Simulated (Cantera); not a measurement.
**Equilibrium for silicon nitride deposition: SiCl₄ + N₂**

Charge: 1 mol SiCl₄, 23 mol N₂, at 24.0 Pa.

These are equilibrium values from Cantera (NASA tables, ideal gas, pure condensed phases), not measurements of a reactor. Candidate condensed phases: Si, Si₃N₄; 13 gas species. The tables' values for SiCl₃ are old estimates; treat these amounts as uncertain. The numbers say what is thermodynamically allowed, not how fast it happens.

```json
[
 {"T (°C)": "575", "log p N₂": "-3.64", "log p SiCl₄": "-5.00", "log p Cl": "-10.65", "log p SiCl₃": "-10.62"},
 {"T (°C)": "625", "log p N₂": "-3.64", "log p SiCl₄": "-5.00", "log p Cl": "-9.97", "log p SiCl₃": "-9.95"},
 {"T (°C)": "675", "log p N₂": "-3.64", "log p SiCl₄": "-5.00", "log p Cl": "-9.36", "log p SiCl₃": "-9.35"},
 {"T (°C)": "725", "log p N₂": "-3.64", "log p SiCl₄": "-5.00", "log p Cl": "-8.82", "log p SiCl₃": "-8.81"},
 {"T (°C)": "775", "log p N₂": "-3.64", "log p SiCl₄": "-5.00", "log p Cl": "-8.32", "log p SiCl₃": "-8.32"},
 {"T (°C)": "825", "log p N₂": "-3.64", "log p SiCl₄": "-5.00", "log p Cl": "-7.87", "log p SiCl₃": "-7.88"},
 {"T (°C)": "875", "log p N₂": "-3.64", "log p SiCl₄": "-5.00", "log p Cl": "-7.46", "log p SiCl₃": "-7.48"},
 {"T (°C)": "925", "log p N₂": "-3.64", "log p SiCl₄": "-5.00", "log p Cl": "-7.07", "log p SiCl₃": "-7.12"},
 {"T (°C)": "975", "log p N₂": "-3.64", "log p SiCl₄": "-5.01", "log p Cl": "-6.71", "log p SiCl₃": "-6.80"},
 {"T (°C)": "1025", "log p N₂": "-3.64", "log p SiCl₄": "-5.02", "log p Cl": "-6.38", "log p SiCl₃": "-6.51"},
 {"T (°C)": "1075", "log p N₂": "-3.64", "log p SiCl₄": "-5.03", "log p Cl": "-6.06", "log p SiCl₃": "-6.26"},
 {"T (°C)": "1125", "log p N₂": "-3.64", "log p SiCl₄": "-5.06", "log p Cl": "-5.77", "log p SiCl₃": "-6.04"},
 {"T (°C)": "1175", "log p N₂": "-3.64", "log p SiCl₄": "-5.12", "log p Cl": "-5.50", "log p SiCl₃": "-5.86"}
]
```
log p: log10 of the partial pressure in bar; nothing condenses.

From 575 °C to 1175 °C nothing is condensed. The main Si-bearing gas is SiCl₄ throughout.
